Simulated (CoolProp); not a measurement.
R125 along the isotherm 44.25 °C: density (kg/m³) from the reference equation and from simpler models built on Tc = 66.0 °C, pc = 3.618 MPa, ω = 0.305; each cubic takes its own stable root.

The numbers come from the reference Helmholtz-energy equation of state, Lemmon 2005 in CoolProp.

| p (MPa) | phase | reference | van der Waals | Redlich-Kwong |
|---|---|---|---|---|
| 0.0286 | gas | 1.305 | 1.304 | 1.305 |
| 0.0462 | gas | 2.113 | 2.111 | 2.112 |
| 0.0747 | gas | 3.428 | 3.422 | 3.427 |
| 0.121 | gas | 5.585 | 5.569 | 5.581 |
| 0.195 | gas | 9.084 | 9.041 | 9.073 |
| 0.315 | gas | 14.90 | 14.79 | ___ |
| 0.509 | gas | 24.73 | 24.40 | 24.64 |
| 0.822 | gas | ___ | 40.87 | 41.57 |
| 1.33 | gas | ___ | 70.86 | ___ |
| 2.15 | gas | 152.5 | 134.0 | 143.8 |
| 3.47 | liquid | 1092 | 673.5 | 883.4 |
| 5.6 | liquid | 1136 | 742.4 | ___ |
| 9.05 | liquid | ___ | 801.0 | ___ |

**Question.** Complete the blanks.

**Answer.** 
- 0.315, Redlich-Kwong: 14.87
- 0.822, reference: 41.87
- 1.33, reference: 74.28
- 1.33, Redlich-Kwong: 73.09
- 5.6, Redlich-Kwong: 961.4
- 9.05, reference: 1184
- 9.05, Redlich-Kwong: 1039
